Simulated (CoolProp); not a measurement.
Vapour-liquid equilibrium of R22 (1) + R142b (2) at 298.5 K; x and y are mole fractions of (1).

Values from CoolProp's multi-fluid Helmholtz-energy mixture model, Kamei 1995 and Lemmon 2006; pair parameters Bell 2016.

```
x     bubble pressure (bar)  y at the bubble point  dew pressure at overall composition x (bar)  liquid density (mol/L)
----  ---------------------  ---------------------  -------------------------------------------  ----------------------
0.05                  3.734                    [?]                                        3.538                   11.17
0.15                    [?]                  0.314                                        3.813                   11.41
0.25                  4.989                  0.460                                        4.131                   11.66
0.35                  5.628                    [?]                                        4.502                   11.92
0.45                  6.291                    [?]                                        4.941                   12.18
0.55                  6.985                  0.756                                        5.467                   12.46
0.65                  7.714                  0.826                                        6.113                     [?]
0.75                  8.482                  0.886                                        6.928                   13.03
0.85                  9.284                  0.938                                        7.999                     [?]
0.95                  10.12                    [?]                                          [?]                   13.61
```

Question: Some entries are withheld; supply them.

Answer: 
- 0.05, y at the bubble point: 0.123
- 0.15, bubble pressure (bar): 4.362
- 0.35, y at the bubble point: 0.577
- 0.45, y at the bubble point: 0.674
- 0.65, liquid density (mol/L): 12.74
- 0.85, liquid density (mol/L): 13.32
- 0.95, y at the bubble point: 0.981
- 0.95, dew pressure at overall composition x (bar): 9.505

No azeotrope shows between x = 0.05 and 0.95.

The pair parameters rest on a limited set of measurements; away from them the model extrapolates.
